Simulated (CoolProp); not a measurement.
Vapour-liquid equilibrium of toluene (1) + n-nonane (2) at 422.4 K; x and y are mole fractions of (1).

The numbers come from the multi-fluid Helmholtz-energy mixture model, Lemmon 2006 and Lemmon 2006; pair parameters Bell 2016 in CoolProp.

| x | bubble pressure, mixture model (kPa) | bubble pressure, Raoult's law (kPa) | y, mixture model | y, Raoult's law |
|---|---|---|---|---|
| 0.05 | 108.5 | 106.0 | 0.142 | 0.128 |
| 0.125 | 125.0 | 119.0 | 0.306 | 0.284 |
| 0.2 | 140.8 | 132.0 | 0.430 | 0.410 |
| 0.275 | 155.9 | 145.0 | … | 0.513 |
| 0.35 | 170.2 | 158.0 | 0.605 | 0.600 |
| 0.425 | 183.7 | 171.0 | 0.669 | 0.673 |
| 0.5 | 196.5 | 184.0 | 0.725 | 0.736 |
| 0.575 | … | 197.0 | 0.773 | 0.790 |
| 0.65 | 220.2 | 210.0 | 0.817 | 0.838 |
| 0.725 | 231.5 | 223.0 | 0.858 | 0.880 |
| 0.8 | … | 236.0 | … | 0.918 |
| 0.875 | … | 249.0 | 0.935 | 0.951 |
| 0.95 | 263.7 | 262.0 | 0.974 | 0.981 |

Some entries are withheld; supply them.


- 0.275, y, mixture model: 0.527
- 0.575, bubble pressure, mixture model (kPa): 208.6
- 0.8, bubble pressure, mixture model (kPa): 242.4
- 0.8, y, mixture model: 0.897
- 0.875, bubble pressure, mixture model (kPa): 253.1

The largest gap from Raoult's law is +7.7 % in bubble pressure, at x = 0.35. No azeotrope shows between x = 0.05 and 0.95.

Pair parameters are fitted to limited data, so mixtures are less certain than the pure fluids.
